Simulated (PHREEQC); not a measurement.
PHREEQC input (ion-association model, phreeqc.dat):

```
SOLUTION_MASTER_SPECIES
  Amm  AmmH+  0  AmmH  17.031  # ammonia with no redox link, constants of NH4+
SOLUTION_SPECIES
  AmmH+ = AmmH+
    -log_k 0
    -gamma 2.5 0
    -dw 1.98e-9
  AmmH+ = Amm + H+
    -log_k -9.252
    -delta_h 12.48 kcal
    -analytic 0.6322 -0.001225 -2835.76
    -dw 2.28e-9
  AmmH+ + SO4-2 = AmmHSO4-
    -log_k 1.11
PHASES
  Amm(g)
    Amm = Amm
    -log_k 1.7966
    -analytic -18.758 3.3670e-4 2.5113e3 4.8619 39.192
    -T_c 405.6
    -P_c 111.3
    -Omega 0.25
EXCHANGE_SPECIES
  AmmH+ + X- = AmmHX
    -log_k 0.6
    -gamma 2.5 0
    -delta_h -2.4
SOLUTION 0
  temp 40
  units mmol/kgw
  pH 7 charge
  Cl 4.81
  Li 4.8
  S(6) 0.86
  Na 1.72
  O(0) 1 O2(g) -0.68
SOLUTION 1-30
  temp 40
  units mmol/kgw
  pH 7 charge
  Br 0.56
  K 0.56
  S(6) 79
  Amm 158
  Cl 0.01
  O(0) 1 O2(g) -0.68
END
EXCHANGE 1-30
  X 0.0057
  -equilibrate 1
END
SELECTED_OUTPUT 1
  -reset false
  -pH true
  -pe true
  -ionic_strength true
  -water true
  -step true
  -totals Amm Br Cl K Li Na S S(-2) S(6)
  -molalities KX NaX LiX AmmHX
  -saturation_indices Halite Sylvite
PRINT
  -reset false
TRANSPORT
  -cells 30
  -shifts 120
  -lengths 0.0333333
  -time_step 3600
  -dispersivities 0.08
  -boundary_conditions flux flux
  -correct_disp true
  -punch_cells 30
  -punch_frequency 4
END
# ... the last block is repeated for the other 30 points of pore volumes
```

Selected output (columns that matter, 17 of 31 rows; pore volumes added in front):

```
pore volumes	pH	mu	Amm	Br	Cl	K	Li	Na	S	m_KX	m_NaX	m_LiX	si_Halite	si_Sylvite
0	5.1533	0.18791	0.158	0.00056	1e-05	0.00056	0	0	0.079	2.5491e-05	0	0	-1000	-9.5729
0.2833	5.1533	0.18784	0.15793	0.00055976	1.2036e-05	0.00055976	1.7801e-06	6.2552e-07	0.078967	2.5491e-05	6.4545e-09	1.5933e-08	-13.015	-9.4926
0.55	5.1556	0.17417	0.14482	0.00051313	0.00041171	0.00051344	0.0003718	0.00013165	0.072461	2.5452e-05	1.4767e-06	3.6151e-06	-9.1503	-7.9868
0.8167	5.1636	0.12614	0.099863	0.00035321	0.0017825	0.00035453	0.0016258	0.00057468	0.050146	2.5251e-05	9.206e-06	2.2523e-05	-7.8433	-7.4734
1.0833	5.1686	0.075606	0.055075	0.00019334	0.0031528	0.00019613	0.0027693	0.00097264	0.027838	2.484e-05	2.7457e-05	6.7394e-05	-7.3213	-7.4278
1.2167	5.1663	0.056423	0.039024	0.00013568	0.003647	0.00013932	0.0031078	0.0010864	0.019793	2.4553e-05	4.2475e-05	0.00010459	-7.1858	-7.4847
1.4833	5.1484	0.030952	0.018923	6.2662e-05	0.0042729	6.8068e-05	0.0033755	0.0011662	0.0096036	2.3793e-05	8.968e-05	0.00022284	-7.0419	-7.676
1.75	5.1179	0.017952	0.0094354	2.7416e-05	0.004575	3.4342e-05	0.0033502	0.0011435	0.0046855	2.2728e-05	0.00016551	0.00041551	-6.987	-7.9056
2.0167	5.0893	0.011903	0.0052442	1.162e-05	0.0047104	1.94e-05	0.0032958	0.0011155	0.0024814	2.1374e-05	0.00026785	0.00067739	-6.9637	-8.1172
2.2833	5.0717	0.0092487	0.0033569	4.8311e-06	0.0047686	1.2667e-05	0.0033358	0.0011262	0.0015341	1.9869e-05	0.00038431	0.00097383	-6.9427	-8.2843
2.55	5.0636	0.0081254	0.0024119	1.9846e-06	0.004793	9.3059e-06	0.003465	0.0011727	0.0011369	1.8355e-05	0.00050279	0.0012706	-6.9174	-8.41
2.8167	5.061	0.0076605	0.0018632	8.0909e-07	0.0048031	7.3629e-06	0.0036332	0.0012359	0.0009729	1.6907e-05	0.00061667	0.0015504	-6.8913	-8.5082
2.95	5.0607	0.0075447	0.0016654	5.1559e-07	0.0048056	6.6634e-06	0.0037191	0.0012688	0.00093194	1.6216e-05	0.00067094	0.0016818	-6.879	-8.5507
3.2167	5.0611	0.0074244	0.0013586	2.0881e-07	0.0048082	5.5768e-06	0.0038805	0.0013319	0.00088914	1.4905e-05	0.00077342	0.0019269	-6.8571	-8.627
3.4833	5.062	0.0073765	0.0011288	8.435e-08	0.0048093	4.7572e-06	0.0040212	0.0013881	0.00087177	1.3686e-05	0.00086762	0.0021492	-6.8388	-8.6957
3.75	5.0629	0.0073579	0.00094872	3.4017e-08	0.0048097	4.1076e-06	0.0041399	0.0014365	0.00086475	1.2553e-05	0.00095373	0.0023504	-6.8238	-8.7593
4.0167	5.0639	0.0073511	0.00080358	1.3704e-08	0.0048099	3.5761e-06	0.004239	0.0014776	0.00086191	1.1499e-05	0.0010322	0.0025322	-6.8115	-8.8194
```

Away from 25 °C the constants follow the database's enthalpies or fits; those with neither stay at their 25 °C values.
